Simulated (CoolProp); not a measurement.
Aqueous calcium chloride as a coolant, at -11 °C, 1 atm.

Computed with CoolProp (Melinder's fits for secondary coolants).

| mass % | freezing point (°C) | density (kg/m³) | Prandtl number | viscosity (mPa s) | cp (kJ/(kg K)) |
|---|---|---|---|---|---|
| 16 | … | 1148 | 23.1 | 3.84 | 3.210 |
| 18.1 | -15.2 | 1168 | 24.2 | 4.15 | 3.106 |
| 20.1 | -18.4 | 1188 | 25.6 | 4.50 | … |
| 22.2 | -22.4 | … | … | 4.95 | 2.931 |
| 24.3 | -27.2 | 1233 | 30.0 | 5.50 | 2.856 |
| 26.3 | -32.9 | 1255 | 33.0 | 6.16 | 2.794 |

### Question
Fill in the missing entries.

### Answer

- 16, freezing point (°C): -12.3
- 20.1, cp (kJ/(kg K)): 3.015
- 22.2, density (kg/m³): 1210
- 22.2, Prandtl number: 27.5
